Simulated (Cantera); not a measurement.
An isothermal, constant-pressure homogeneous reactor starts with NH3 : N2 = 1 : 0.6 (molar parts), at 1925 K and 12000 Pa. Integrator tolerance rtol = 1e-08.

Model: the gas-phase N/H chemistry of the illustrative SiF4/NH3 mechanism in the Surface Chemkin manual (1991), integrated in Cantera. Walls and surfaces, which speed up NH3 decomposition in real reactors, are not modelled.

| quantity | before | after |
|---|---|---|
| x(NH3) at 2.00 s | 0.0295 (gas-phase equilibrium 7.75e-7) | 0.0134 (gas-phase equilibrium 7.41e-7) |
| x(NH2) at 2.00 s | 8.91e-5 (gas-phase equilibrium 8.03e-9) | 5.92e-5 (gas-phase equilibrium 9.30e-9) |
| x(H) at 2.00 s | 0.000586 (gas-phase equilibrium 0.00211) | 0.000875 (gas-phase equilibrium 0.00253) |
| x(H2) at 2.00 s | 0.549 (gas-phase equilibrium 0.575) | 0.564 (gas-phase equilibrium 0.575) |
| x(N2H4) at 2.00 s | 8.30e-10 (gas-phase equilibrium <1e-12) | 2.95e-10 (gas-phase equilibrium <1e-12) |

**Question.** Which change was made?
A) temperature 1925 to 1950 K
B) pressure from 12000 Pa to 88000 Pa
C) N2 0.6 to 4 parts
D) pressure from 12000 Pa to 65000 Pa

**Answer.** A, temperature 1925 to 1950 K
